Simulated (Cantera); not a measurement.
**Stirred combustor or abatement burner**

A perfectly stirred reactor is fed with CH₄ : O₂ : N₂ = 1 : 2.53 : 9.52 (molar parts), equivalence ratio 0.79, at 0.336 atm; it is adiabatic with a 548 K inlet, and is followed from long to short residence time, starting on the burning branch (τ in s: 0.023, 0.014, 0.009, 0.0056, 0.0035, 0.0022, 0.0013, 0.00083, 0.00052, 0.00032, 0.0002, 0.00012, 7.8e-05).

Computed with Cantera and GRI-Mech 3.0 (53 species, 325 reactions).

```json
[
 {"τ (s)": "0.023", "T (K)": "2059", "x CH₄": "1.64e-5", "x O₂": "0.0431", "x HCO": "2.58e-7", "x NO": "0.000217", "x H₂": "0.00321", "x HO₂": "1.87e-6", "x H₂O": "0.144"},
 {"τ (s)": "0.014", "T (K)": "2032", "x CH₄": "2.33e-5", "x O₂": "0.0439", "x HCO": "4.22e-7", "x NO": "0.000152", "x H₂": "0.00397", "x HO₂": "2.24e-6", "x H₂O": "0.143"},
 {"τ (s)": "0.0090", "T (K)": "2004", "x CH₄": "3.21e-5", "x O₂": "0.0448", "x HCO": "6.49e-7", "x NO": "0.000111", "x H₂": "0.00473", "x HO₂": "2.68e-6", "x H₂O": "0.141"},
 {"τ (s)": "0.0056", "T (K)": "1970", "x CH₄": "4.60e-5", "x O₂": "0.0458", "x HCO": "1.03e-6", "x NO": "7.93e-5", "x H₂": "0.00561", "x HO₂": "3.28e-6", "x H₂O": "0.139"},
 {"τ (s)": "0.0035", "T (K)": "1935", "x CH₄": "6.68e-5", "x O₂": "0.0469", "x HCO": "1.60e-6", "x NO": "5.80e-5", "x H₂": "0.00653", "x HO₂": "4.03e-6", "x H₂O": "0.137"},
 {"τ (s)": "0.0022", "T (K)": "1897", "x CH₄": "9.85e-5", "x O₂": "0.0481", "x HCO": "2.48e-6", "x NO": "4.33e-5", "x H₂": "0.00743", "x HO₂": "4.93e-6", "x H₂O": "0.135"},
 {"τ (s)": "0.0013", "T (K)": "1853", "x CH₄": "0.000158", "x O₂": "0.0497", "x HCO": "4.06e-6", "x NO": "3.15e-5", "x H₂": "0.00841", "x HO₂": "6.20e-6", "x H₂O": "0.132"},
 {"τ (s)": "0.00083", "T (K)": "1815", "x CH₄": "0.000243", "x O₂": "0.0513", "x HCO": "6.19e-6", "x NO": "2.39e-5", "x H₂": "0.00916", "x HO₂": "7.64e-6", "x H₂O": "0.130"},
 {"τ (s)": "0.00052", "T (K)": "1775", "x CH₄": "0.000395", "x O₂": "0.0535", "x HCO": "9.69e-6", "x NO": "1.77e-5", "x H₂": "0.00985", "x HO₂": "9.79e-6", "x H₂O": "0.129"},
 {"τ (s)": "0.00032", "T (K)": "1731", "x CH₄": "0.000698", "x O₂": "0.0569", "x HCO": "1.57e-5", "x NO": "1.25e-5", "x H₂": "0.0105", "x HO₂": "1.36e-5", "x H₂O": "0.127"},
 {"τ (s)": "0.00020", "T (K)": "1682", "x CH₄": "0.00136", "x O₂": "0.0624", "x HCO": "2.59e-5", "x NO": "8.23e-6", "x H₂": "0.0113", "x HO₂": "2.20e-5", "x H₂O": "0.125"},
 {"τ (s)": "0.00012", "T (K)": "548", "x CH₄": "0.0766", "x O₂": "0.194", "x HCO": "<1e-12", "x NO": "<1e-12", "x H₂": "<1e-12", "x HO₂": "<1e-12", "x H₂O": "<1e-12"},
 {"τ (s)": "7.8e-5", "T (K)": "548", "x CH₄": "0.0766", "x O₂": "0.194", "x HCO": "<1e-12", "x NO": "<1e-12", "x H₂": "<1e-12", "x HO₂": "<1e-12", "x H₂O": "<1e-12"}
]
```
x: mole fraction; the columns are a selection and need not sum to one.
